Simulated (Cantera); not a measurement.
An adiabatic, constant-volume homogeneous reactor starts with 45.6 % H2, 11.4 % O2, 42.8 % N2, 0.178 % NO, at 1548 K and 0.987 atm.

Cantera simulation using GRI-Mech 3.0 (53 species, 325 reactions); the numbers are that mechanism's predictions, not measurements.

One state of this run: T (K) = 1650; P (bar) = 1.06; x H2 = 0.341; x O2 = 0.0696; x NO = 0.00178; x OH = 0.00522; x H = 0.0689; x O = 0.00519. x: mole fraction; the columns are a selection and need not sum to one.

Which value of t (s) does it belong to?
(A) 1.13e-5
(B) 7.00
(C) 0.00144
(D) 1.00e-6

A, 1.13e-5
